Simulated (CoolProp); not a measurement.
Vapour-liquid equilibrium of CHF3 (R23) (1) + C2F6 (R116) (2) at 0.475 bar; x and y are mole fractions of (1).

Computed with CoolProp (multi-fluid Helmholtz-energy mixture model, Penoncello 2003 and Lemmon 2006; pair parameters Bell 2016).

```tsv
x	bubble temperature (K)	y at the bubble point	dew temperature at overall composition x (K)	liquid density (mol/L)
0.05	178.5	0.238	181.3	12.39
0.125	175.7	0.403	180.2	12.88
0.2	174.4	0.478	179.1	13.36
0.275	173.7	___	177.9	___
0.35	173.5	0.536	___	14.39
0.425	173.4	0.547	175.3	14.96
0.5	173.3	0.553	174.0	15.58
0.575	173.3	0.558	173.4	16.26
0.65	173.4	0.565	174.3	17.00
0.725	173.5	0.580	175.3	17.82
0.8	173.8	0.609	176.4	18.70
0.875	___	0.671	177.4	19.65
0.95	176.5	0.807	___	20.64
```

Question: What belongs in the gaps?

Answer: 
- 0.275, y at the bubble point: 0.516
- 0.275, liquid density (mol/L): 13.86
- 0.35, dew temperature at overall composition x (K): 176.6
- 0.875, bubble temperature (K): 174.6
- 0.95, dew temperature at overall composition x (K): 178.4

y crosses x between x = 0.5 and 0.575: the model has an azeotrope there.

The pair parameters rest on a limited set of measurements; away from them the model extrapolates.
